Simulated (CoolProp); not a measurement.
Vapour-liquid equilibrium of R1234yf (1) + R152A (2) at 329.8 K; x and y are mole fractions of (1).

The numbers come from the multi-fluid Helmholtz-energy mixture model, Lemmon 2022 and Outcalt 1996; pair parameters Bell 2023 in CoolProp.

| x | bubble pressure, mixture model (bar) | bubble pressure, Raoult's law (bar) | y, mixture model | y, Raoult's law |
|---|---|---|---|---|
| 0.05 | 14.14 | 13.93 | 0.063 | 0.055 |
| 0.125 | 14.49 | 14.03 | 0.149 | 0.136 |
| 0.2 | 14.77 | 14.13 | 0.228 | 0.215 |
| 0.275 | 15.00 | 14.23 | 0.302 | 0.294 |
| 0.35 | 15.17 | 14.33 | 0.373 | 0.372 |
| 0.425 | 15.31 | 14.43 | 0.443 | 0.448 |
| 0.5 | 15.40 | 14.54 | 0.512 | 0.523 |
| 0.575 | 15.46 | 14.64 | 0.581 | 0.598 |
| 0.65 | 15.48 | 14.74 | 0.651 | 0.671 |
| 0.725 | 15.47 | 14.84 | 0.722 | 0.743 |
| 0.8 | 15.43 | 14.94 | 0.795 | 0.815 |
| 0.875 | 15.37 | 15.05 | 0.870 | 0.885 |
| 0.95 | 15.28 | 15.15 | 0.947 | 0.954 |

The largest gap from Raoult's law is +6.1 % in bubble pressure, at x = 0.425. y crosses x between x = 0.65 and 0.725: the model has an azeotrope there.

The pair parameters rest on a limited set of measurements; away from them the model extrapolates.
